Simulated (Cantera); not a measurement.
A freely propagating, adiabatic, planar premixed flame of H2 : O2 : N2 = 1 : 0.758 : 2.85 (molar parts), equivalence ratio 0.66, unburnt at 450 K and 1.00 bar; mixture-averaged transport, grid criteria slope 0.08 and curve 0.16, no radiation.

Computed with Cantera and the H2/O2 subset of GRI-Mech 3.0, which has no nitrogen chemistry. Burning velocities carry a grid error of a few per cent, more on coarse grids. Lean hydrogen flames are cellular in practice and burn faster than this planar one.

Q: How do the results move with these cheaper or finer settings: unity-Lewis-number transport; multicomponent transport; multicomponent+Soret transport; grid criteria slope 0.5, curve 1; grid criteria slope 0.25, curve 0.5; grid criteria slope 0.03, curve 0.06?

A: 
```tsv
setting	laminar burning velocity	thermal thickness	peak x(OH)	peak x(O)	grid points
as above	253 cm/s	0.385 mm	0.0113	0.00985	113
unity-Lewis-number transport	218 cm/s	0.294 mm	0.0122	0.0120	106
multicomponent transport	250 cm/s	0.380 mm	0.0113	0.00983	113
multicomponent+Soret transport	226 cm/s	0.378 mm	0.0110	0.00944	113
grid criteria slope 0.5, curve 1	303 cm/s	0.468 mm	0.0113	0.0100	38
grid criteria slope 0.25, curve 0.5	266 cm/s	0.405 mm	0.0111	0.00996	50
grid criteria slope 0.03, curve 0.06	250 cm/s	0.380 mm	0.0113	0.00982	247
```
Unity Lewis numbers drop preferential diffusion, which matters most where H2 and H carry the flame; Soret adds thermal diffusion.
